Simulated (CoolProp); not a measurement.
Values from CoolProp's reference Helmholtz-energy equation of state, Zhou 2011.

Problem. For dimethyl carbonate, give the phase and the Z, Joule-Thomson coefficient (K/MPa), fugacity coefficient at 600 K and 10.1 MPa.

Solution. 
- 600 K and 10.1 MPa: supercritical; Z 0.382, Joule-Thomson coefficient 3.02, fugacity coefficient 0.516
